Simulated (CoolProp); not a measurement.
R236FA along the isotherm 400 K: fugacity coefficient from the reference equation and from simpler models built on Tc = 398.1 K, pc = 31.91 bar, ω = 0.377; each cubic takes its own stable root.

Values from CoolProp's reference Helmholtz-energy equation of state, Pan 2012.

| p (bar) | phase | reference | van der Waals | Redlich-Kwong | Soave-Redlich-Kwong | Peng-Robinson |
|---|---|---|---|---|---|---|
| 24.5 | gas | 0.7457 | 0.7750 | 0.7505 | 0.7514 | 0.7309 |
| 49.1 | supercritical | 0.4785 | 0.5243 | 0.4936 | 0.4960 | 0.4737 |
| 73.6 | supercritical | 0.3586 | 0.4135 | 0.3777 | 0.3797 | 0.3578 |
| 98.2 | supercritical | 0.2999 | 0.3620 | 0.3208 | 0.3227 | 0.3002 |
| 123 | supercritical | 0.2663 | 0.3356 | 0.2884 | 0.2902 | 0.2667 |
| 147 | supercritical | 0.2462 | 0.3228 | 0.2694 | 0.2711 | 0.2464 |
| 172 | supercritical | 0.2329 | 0.3178 | 0.2573 | 0.2589 | 0.2326 |
| 196 | supercritical | 0.2248 | 0.3185 | 0.2504 | 0.2520 | 0.2241 |
| 221 | supercritical | 0.2199 | 0.3236 | 0.2467 | 0.2483 | 0.2185 |
| 245 | supercritical | 0.2176 | 0.3318 | 0.2457 | 0.2473 | 0.2154 |
| 270 | supercritical | 0.2172 | 0.3435 | 0.2467 | 0.2483 | 0.2141 |
| 295 | supercritical | 0.2184 | 0.3581 | 0.2494 | 0.2511 | 0.2144 |
| 319 | supercritical | 0.2208 | 0.3747 | 0.2535 | 0.2552 | 0.2158 |
